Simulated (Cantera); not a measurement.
A closed system holds: 1 mol borazine, 0.55 mol NH3, 3.7 mol H2, held at 2348.15 K and 0.470 bar.

These are equilibrium values from Cantera (NASA tables, ideal gas, pure condensed phases), not measurements of a reactor. The feed counts by its element totals alone. The tables' values for BH2 are old estimates; treat these amounts as uncertain. Gases not in the tables: B2H6 and higher boranes. The numbers say what is thermodynamically allowed, not how fast it happens.

```json
[
 {"species": "H2", "before": "0.945", "after": "0.951"},
 {"species": "N2", "before": "0.0359", "after": "0.0357"},
 {"species": "H", "before": "0.0175", "after": "0.0121"},
 {"species": "BH2", "before": "0.00183", "after": "0.00127"},
 {"species": "B", "before": "2.97e-5", "after": "9.59e-6"},
 {"species": "BH", "before": "1.52e-5", "after": "7.19e-6"},
 {"species": "BH3", "before": "3.67e-5", "after": "3.72e-5"},
 {"species": "BN(s), mol", "before": "2.98", "after": "2.99"}
]
```
Gas species are given as mole fractions.

### Question
What was changed between the two runs?
(A) pressure from 0.470 bar to 0.230 bar
(B) pressure from 0.470 bar to 1.00 bar
(C) borazine replaced by B2H6
(D) temperature from 2348.15 K to 1748 K

### Answer
B, pressure from 0.470 bar to 1.00 bar
